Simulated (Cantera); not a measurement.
**Premixed flame**

A freely propagating, adiabatic, planar premixed flame of 31.6 % H2, 14.4 % O2, 54.0 % N2, equivalence ratio 1.1, unburnt at 425 K and 0.220 bar; mixture-averaged transport, grid criteria slope 0.08 and curve 0.16, no radiation.

Detailed kinetics in Cantera: the H2/O2 subset of GRI-Mech 3.0, which has no nitrogen chemistry. Burning velocities carry a grid error of a few per cent, more on coarse grids.

```
z (mm)  T (K)  u (m/s)    x H2    x O2       x O      x H    x HO2      x OH
------  -----  -------  ------  ------  --------  -------  -------  --------
-9.11     425     3.81   0.316   0.144     <1e-8    <1e-8    <1e-8     <1e-8
-6.07     425     3.81   0.316   0.144     <1e-8    <1e-8    <1e-8     <1e-8
-4.55     425     3.81   0.316   0.144     <1e-8    <1e-8    <1e-8     <1e-8
-3.04     425     3.81   0.316   0.144     <1e-8    <1e-8    <1e-8     <1e-8
-1.52     428     3.83   0.315   0.144   1.02e-6  1.74e-5  5.81e-5   7.02e-6
-0.759    624     5.48   0.287   0.140  0.000135  0.00571  8.33e-5  0.000665
0        1098     9.29   0.160  0.0959   0.00579   0.0534  2.53e-5   0.00272
0.759    1398     11.7  0.0643  0.0348    0.0120   0.0820  8.20e-6   0.00780
1.52     1523     12.6  0.0556  0.0256    0.0123   0.0759  5.29e-6    0.0103
3.04     1664     13.7  0.0571  0.0221    0.0113   0.0627  3.88e-6    0.0127
6.07     1819     14.8  0.0578  0.0187   0.00957   0.0486  2.79e-6    0.0148
12.1     1975     15.9  0.0564  0.0152   0.00737   0.0354  1.95e-6    0.0160
24.3     2122     16.9  0.0531  0.0116   0.00513   0.0243  1.36e-6    0.0158
```
x: mole fraction of selected species; z is measured from the peak of heat release.

| Item | Result |
|---|---|
| laminar burning velocity | 381 cm/s |
| thermal thickness | 3.04 mm |
| peak x(O) | 0.0124 |
| peak x(H) | 0.0820 |
| peak x(HO2) | 0.000148 |
| peak x(OH) | 0.0161 |
